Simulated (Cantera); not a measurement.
Cantera run, input and output.

```python
import numpy as np
import cantera as ct

gas = ct.Solution("gri30.yaml")


def delay(T, t_max=10):
    gas.TPX = T, 100000, {'CH4': 1, 'O2': 4.26, 'N2': 28.9, 'H2': 0.34}
    reactor = ct.IdealGasReactor(gas, clone=False)
    net = ct.ReactorNet([reactor])
    net.rtol, net.atol = 1e-8, 1e-16
    while net.time < t_max:
        t_old, T_old = net.time, reactor.T
        net.step()
        if reactor.T > T + 400:  # ignition: a rise of 400 K
            return t_old + (T + 400 - T_old) / (reactor.T - T_old) * (net.time - t_old)
    return np.nan


taus = []
for T in [1050, 1150, 1250, 1350, 1450, 1550, 1650, 1750]:
    taus.append(delay(T))
    print(f"T0 = {T:6g} K   tau = {taus[-1]:.4e} s")
```

Output:

```
T0 =   1050 K   tau = 2.1019e-02 s
T0 =   1150 K   tau = 7.6369e-03 s
T0 =   1250 K   tau = 2.9853e-03 s
T0 =   1350 K   tau = 1.2730e-03 s
T0 =   1450 K   tau = 6.0785e-04 s
T0 =   1550 K   tau = 3.2207e-04 s
T0 =   1650 K   tau = 1.8429e-04 s
T0 =   1750 K   tau = 1.1185e-04 s
```

Cantera simulation using GRI-Mech 3.0 (53 species, 325 reactions); the numbers are that mechanism's predictions, not measurements.
